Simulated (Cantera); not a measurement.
**Ignition delay**

Mixture: 4.29 % CH4, 1.12 % H2, 19.9 % O2, 74.7 % N2, at 500000 Pa, adiabatic and at constant pressure. Ignition delay is the time to a rise of 400 K.

Cantera simulation using GRI-Mech 3.0 (53 species, 325 reactions); the numbers are that mechanism's predictions, not measurements.

```csv
T0 (K),delay (ms)
1300,0.447
1375,0.244
1450,0.138
1525,0.0815
1600,0.0501
1675,0.0321
1750,0.0213
1825,0.0146
1900,0.0103
```

```yaml
apparent activation energy between 1750 and 1900 K: 130 kJ/mol
```
